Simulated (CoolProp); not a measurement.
Saturated liquid density (kg/m³) of ethylbenzene: the reference equation beside estimates from Tc = 344.0 °C, pc = 3.622 MPa, ω = 0.304. Rackett uses Z = 0.29056 − 0.08775 ω.

Model: reference Helmholtz-energy equation of state, Zhou 2012, in CoolProp.

| T (°C) | reference | Rackett | van der Waals | Redlich-Kwong | Soave-Redlich-Kwong |
|---|---|---|---|---|---|
| 173.05 | 722.2 | 715.0 | 419.0 | 604.6 | 635.9 |
| 186.45 | 707.5 | 699.9 | ? | 589.1 | 621.0 |
| 199.75 | 692.4 | 684.4 | 401.3 | ? | 605.2 |
| 213.15 | ? | 668.0 | 391.8 | 555.8 | 588.1 |
| 226.55 | 659.7 | ? | 381.7 | 537.6 | 569.8 |
| 239.85 | 642.1 | 632.9 | 371.0 | 518.4 | 550.2 |
| 253.25 | 623.3 | 613.6 | 359.6 | 497.7 | 528.8 |
| 266.55 | 603.1 | 593.1 | 347.3 | 475.6 | 505.5 |
| 279.95 | ? | ? | 333.7 | 451.3 | 479.5 |
| 293.25 | 556.3 | 545.4 | 318.8 | 424.7 | 450.6 |

Problem. Fill in the missing entries.

Solution. 
- 186.45, van der Waals: 410.4
- 199.75, Redlich-Kwong: 572.9
- 213.15, reference: 676.4
- 226.55, Rackett: 650.9
- 279.95, reference: 580.9
- 279.95, Rackett: 570.4

Absolute difference from the reference over all 10 rows, mean and median: Rackett 1.4 and 1.4 %, van der Waals 42.2 and 42.2 %, Redlich-Kwong 19.3 and 18.9 %, Soave-Redlich-Kwong 14.6 and 14.0 %.
